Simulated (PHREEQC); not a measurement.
1 kg of water holding 0.012 mol/kgw Na2SO4 and 0.0038 mol/kgw NaHCO3 is evaporated at 90 °C; the solids stay in contact with the brine. CO2 is held at log p = -3.4 (atm). The run lets Burkeite, Mirabilite, Nahcolite, Natron, Thenardite, Trona precipitate or redissolve, and no other solid.

Computed with PHREEQC (Pitzer model, pitzer.dat).

```csv
water left (kg),ionic strength,water activity,S in solution (mol/kgw),Na in solution (mol/kgw)
1,0.0402,0.999,0.0120,0.0278
0.5552,0.0727,0.999,0.0216,0.0501
0.3083,0.132,0.998,0.0389,0.0902
0.1712,0.238,___,0.0701,0.162
0.09504,0.431,___,0.126,0.293
0.05278,0.780,___,0.227,0.527
0.02932,1.41,___,0.409,0.948
0.0163,2.54,___,0.736,1.71
0.009058,4.57,___,1.32,3.07
0.00504,8.21,0.902,2.38,5.52
```

### Question
What belongs in the gaps?

### Answer

- 0.1712, water activity: 0.996
- 0.09504, water activity: 0.994
- 0.05278, water activity: 0.989
- 0.02932, water activity: 0.982
- 0.0163, water activity: 0.969
- 0.009058, water activity: 0.945

Complexes and solids missing from the database can't appear. At this temperature some constants are extrapolated from 25 °C, and those without enthalpy data are left unchanged.
